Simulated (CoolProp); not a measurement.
Properties of R124 along the isobar 2.26 MPa (Tc = 395.4 K, pc = 3.624 MPa, ω = 0.288).

The numbers come from the reference Helmholtz-energy equation of state, de Vries 1995 in CoolProp.

| T (K) | phase | speed of sound (m/s) | Joule-Thomson coefficient (K/MPa) | viscosity (µPa s) | conductivity (mW/(m K)) | fugacity coefficient |
|---|---|---|---|---|---|---|
| 200.6 | liquid | 940.0 | -0.4227 | 1090 | 104 | 0.001535 |
| 212.3 | liquid | 889.7 | -0.4067 | 865 | 100 | 0.003599 |
| 224 | liquid | 840.1 | -0.3884 | 705 | 96.3 | 0.007577 |
| 235.6 | liquid | 791.8 | -0.3676 | 587 | 92.2 | 0.01449 |
| 247.3 | liquid | 743.8 | -0.3434 | 495 | 88.1 | 0.02583 |
| 259 | liquid | 696.5 | -0.3153 | 421 | 84.1 | 0.04311 |
| 270.7 | liquid | 649.9 | -0.2820 | 362 | 80.1 | 0.06798 |
| 282.4 | liquid | 603.8 | -0.2421 | 312 | 76.1 | 0.1021 |
| 294.1 | liquid | 558.1 | -0.1934 | 271 | 72.3 | 0.1468 |
| 305.8 | liquid | 512.4 | -0.1325 | 235 | 68.5 | 0.2034 |
| 317.5 | liquid | 466.3 | -0.05375 | 205 | 64.9 | 0.2725 |
| 329.2 | liquid | 419.3 | 0.05247 | 178 | 61.4 | 0.3543 |
| 340.9 | liquid | 370.3 | 0.2048 | 154 | 58.0 | 0.4485 |
| 352.6 | liquid | 317.6 | 0.4447 | 132 | 54.7 | 0.5540 |
| 364.3 | liquid | 257.7 | 0.8920 | 111 | 51.4 | 0.6688 |

Viscosity comes from a separate model (Bell 2016), an estimate that may be off by 10 % or more. Thermal conductivity comes from a separate model (Huber 2003), an estimate that may be off by 10 % or more.
